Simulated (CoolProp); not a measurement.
Saturated liquid density (kg/m³) of n-octane: the reference equation beside estimates from Tc = 295.6 °C, pc = 2.484 MPa, ω = 0.398. Rackett uses Z = 0.29056 − 0.08775 ω.

Values from CoolProp's reference Helmholtz-energy equation of state, Beckmüller 2019.

| T (°C) | reference | Rackett | van der Waals | Redlich-Kwong | Peng-Robinson |
|---|---|---|---|---|---|
| 26.95 | 696.9 | 705.5 | 387.1 | 573.8 | 671.6 |
| 45.35 | 681.9 | 690.0 | 379.6 | 561.1 | 660.3 |
| 63.65 | 666.6 | 674.3 | 371.8 | 547.7 | 648.1 |
| 82.05 | 650.8 | 657.8 | 363.5 | 533.5 | 634.6 |
| 100.45 | 634.5 | 640.8 | 354.8 | 518.3 | 620.0 |
| 118.85 | 617.6 | 623.1 | 345.6 | 502.1 | 603.8 |
| 137.25 | 600.0 | 604.6 | 335.9 | 484.7 | 586.0 |
| 155.55 | 581.5 | 585.2 | 325.5 | 466.2 | 566.3 |
| 173.95 | 561.6 | 564.5 | 314.3 | 446.1 | 544.2 |
| 192.35 | 540.3 | 542.2 | 302.1 | 424.2 | 519.3 |
| 210.75 | 516.8 | 518.0 | 288.8 | 400.1 | 490.8 |
| 229.15 | 490.5 | 491.1 | 273.8 | 373.2 | 457.7 |

Absolute difference from the reference over all 12 rows, mean and median: Rackett 0.8 and 0.8 %, van der Waals 44.1 and 44.1 %, Redlich-Kwong 19.7 and 19.0 %, Peng-Robinson 3.4 and 2.9 %.
